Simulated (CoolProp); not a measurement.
A simple Rankine cycle with n-perfluorobutane: condensing at 294.15 K, boiler at 0.764 MPa, turbine inlet 449 K, turbine efficiency 0.8, pump efficiency 0.7, no recuperator. Each further row changes one setting.

Computed with CoolProp (reference Helmholtz-energy equation of state, Gao 2022).

```
case                             thermal efficiency (%)  net work (kJ/kg)  heat in (kJ/kg)  turbine exit temperature (K)  volume ratio over the turbine
-------------------------------  ----------------------  ----------------  ---------------  ----------------------------  -----------------------------
as stated                                           5.8              13.4              232                         432.0                           3.27
condensing temperature 286.15 K                     6.9              16.5              241                         428.4                           4.29
boiler pressure 0.535 MPa                           4.1              9.57              233                         437.4                           2.27
turbine efficiency 0.7                              5.0              11.7              232                         433.8                           3.29
```
